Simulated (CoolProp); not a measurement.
R134a along the isotherm 253 K: density (kg/m³) from the reference equation and from simpler models built on Tc = 374.2 K, pc = 40.59 bar, ω = 0.327; each cubic takes its own stable root.

Model: reference Helmholtz-energy equation of state, Tillner-Roth 1994, in CoolProp.

```tsv
p (bar)	phase	reference
0.193	gas	0.9429
0.438	gas	2.160
0.997	gas	5.028
2.27	liquid	1359
5.17	liquid	1360
11.8	liquid	1362
26.8	liquid	1366
60.9	liquid	1375
```

**Question.** How far does each simpler model (van der Waals, Redlich-Kwong) lie from the reference over these 8 states: mean and median of the absolute difference, and the worst?

**Answer.** 
- van der Waals: mean 40.8 %, median 41.7 %, worst -99.2 % at 253 K and 2.27 bar
- Redlich-Kwong: mean 20.9 %, median 16.1 %, worst -99.1 % at 253 K and 2.27 bar

At some of these states van der Waals, Redlich-Kwong gives the other phase, because its saturation line lies elsewhere.
